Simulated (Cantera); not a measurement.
An adiabatic, constant-pressure homogeneous reactor starts with 19.0 % H2, 17.0 % O2, 64.0 % N2, equivalence ratio 0.56, at 1150 K and 101000 Pa.

Model: the H2/O2 subset of GRI-Mech 3.0, which has no nitrogen chemistry, integrated in Cantera.

One state of this run: T (K) = 1608; x H2 = 0.0246; x O2 = 0.0856; x OH = 0.0140; x H2O = 0.139; x H2O2 = 2.64e-6. x: mole fraction; the columns are a selection and need not sum to one.

Question: Which value of t (s) does it belong to?
A. 0.000434
B. 2.61e-5
C. 6.66e-5
D. 0.120

Answer: C, 6.66e-5
